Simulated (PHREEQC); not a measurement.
**Nickel, zinc or cadmium bath: an equilibrium model**

Dissolve 3.7 mmol/kgw ZnSO4, 0.12 mmol/kgw KCl and 16 mmol/kgw H2SO4 at 40 °C. Closed to the air; pH follows from the charge balance.

All values are PHREEQC results (ion-association model, phreeqc.dat), not measurements.

| Property | Result |
|---|---|
| pH | 1.74 |
| ionic strength | 0.0360 mol/kgw |
| specific conductance | 11100 µS/cm |
| total alkalinity | -32.0 meq/kg |

```csv
species,molality,activity,log γ
H+,0.0210,0.0182,-0.064
HSO4-,0.0110,0.00918,-0.078
SO4-2,0.00741,0.00368,-0.304
Zn+2,0.00246,0.00123,-0.303
ZnSO4,0.00117,0.00118,0.004
Cl-,0.000119,9.91e-5,-0.080
K+,0.000116,9.64e-5,-0.081
Zn(SO4)2-2,6.49e-5,3.16e-5,-0.312
KSO4-,3.80e-6,3.20e-6,-0.074
ZnCl+,7.38e-7,6.14e-7,-0.079
```

No solid was allowed to form. Constants without temperature data keep their 25 °C values here.
